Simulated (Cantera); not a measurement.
Charge: 1 mol SiH4, 0.13 mol CH4, 980 mol H2, at 97.5 Torr.

Cantera equilibrium calculation (NASA polynomials, part measured and part estimated; ideal gas, pure solids and liquids). Candidate condensed phases: C, C6H6, C7H8, C8H18, Si, SiC; 87 gas species. Mutual solubility and eutectic melting of coexisting phases are not modelled. Gases not in the tables: Si2H6 and higher silanes. Rates play no part.

Q: What share of the Si ends up in condensed phases as a function of T (K), at 1898, 1948, 1998, 2048, 2098, 2148, 2198, 2248, 2298, 2348, 2398?

A: 
```
T (K)  Si condensed (%)              as
-----  ----------------  --------------
1898               81.6  Si(l) + SiC(s)
1948               68.6  Si(l) + SiC(s)
1998               46.9  Si(l) + SiC(s)
2048               11.0  Si(l) + SiC(s)
2098                5.7          SiC(s)
2148                0.0               -
2198                0.0               -
2248                0.0               -
2298                0.0               -
2348                0.0               -
2398                0.0               -
```
